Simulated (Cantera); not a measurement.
Source: NASA polynomial tables (part measured, part estimated), evaluated in Cantera. Values are per mole of reaction as written; species without (g) are pure solids or liquids, kept so even where they would boil at 1 bar. The tables' values for C₂F₄ are old estimates.

3 CuF₂(g) + 2 CH₄(g) → 3 Cu + 2 CF₃(g) + 8 H(g)

```tsv
T (K)	ΔH° (kJ)	ΔS° (J/K)	ΔG° (kJ)	log10 K	condensed phases
973	?	?	?	?	Cu(s)
1173	1843.8	522.2	1231.3	-54.83	Cu(s)
1373	1899.1	563.7	1125.1	-42.80	Cu(l)
1573	?	?	?	?	Cu(l)
1773	1926.2	581.1	895.8	-26.39	Cu(l)
1973	1937.1	587.0	779.0	-20.62	Cu(l)
2173	?	?	?	?	Cu(l)
2373	?	?	?	?	Cu(l)
2573	1961.0	597.7	423.2	-8.59	Cu(l)
2773	1966.5	599.7	303.5	-5.72	Cu(l)
2973	1970.9	601.3	183.4	-3.22	Cu(l)
```

Question: What belongs in the gaps?

Answer: 
- 973, ΔH° (kJ): 1826.8
- 973, ΔS° (J/K): 506.3
- 973, ΔG° (kJ): 1334.2
- 973, log10 K: -71.62
- 1573, ΔH° (kJ): 1913.6
- 1573, ΔS° (J/K): 573.6
- 1573, ΔG° (kJ): 1011.3
- 1573, log10 K: -33.58
- 2173, ΔH° (kJ): 1946.4
- 2173, ΔS° (J/K): 591.5
- 2173, ΔG° (kJ): 661.1
- 2173, log10 K: -15.89
- 2373, ΔH° (kJ): 1954.3
- 2373, ΔS° (J/K): 595.0
- 2373, ΔG° (kJ): 542.5
- 2373, log10 K: -11.94
